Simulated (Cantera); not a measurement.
A closed system holds: 1 mol toluene, 0.34 mol NH₃, 0.25 mol N₂, held at 0.133 bar.

Cantera equilibrium calculation (NASA polynomials, part measured and part estimated; ideal gas, pure solids and liquids). Candidate condensed phases: C, C₆H₆, C₇H₈, C₈H₁₈; 92 gas species. Equilibrium is a limit: real reactors are often held back by kinetics, nucleation or transport.

Question: At 2450 K, list the 5 most abundant gas species with their mole fractions, and the condensed phases.

Answer: H₂ 0.850, N₂ 0.0743, H 0.0507, HCN 0.0157, C₂H₂ (acetylene) 0.00742. Condensed: C(graphite).
